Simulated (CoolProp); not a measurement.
Carbon monoxide along the isobar 4980 kPa: density (kg/m³) from the reference equation and from simpler models built on Tc = -140.3 °C, pc = 3498 kPa, ω = 0.050; each cubic takes its own stable root.

Values from CoolProp's reference Helmholtz-energy equation of state, Lemmon 2006. It is a short technical equation, of lower accuracy than the large ones.

```tsv
T (°C)	phase	reference	van der Waals	Redlich-Kwong	Soave-Redlich-Kwong
-168.25	liquid	700.3	494.8	689.5	690.4
-160.35	liquid	657.7	468.3	?	640.1
-152.45	liquid	607.9	437.6	578.0	580.3
-144.65	liquid	545.8	400.4	504.3	505.7
-136.75	supercritical	447.1	349.8	398.8	396.5
-128.95	supercritical	251.7	269.9	?	242.3
-121.05	supercritical	179.8	192.8	180.9	177.4
-113.15	supercritical	150.3	?	151.4	148.7
-105.35	supercritical	132.5	?	133.5	131.1
-97.45	supercritical	119.7	124.9	120.6	118.5
-89.65	supercritical	110.1	114.6	110.9	108.9
```

Task: Fill in the missing entries.

Result: 
- -160.35, Redlich-Kwong: 638.2
- -128.95, Redlich-Kwong: 248.4
- -113.15, van der Waals: 158.5
- -105.35, van der Waals: 138.8
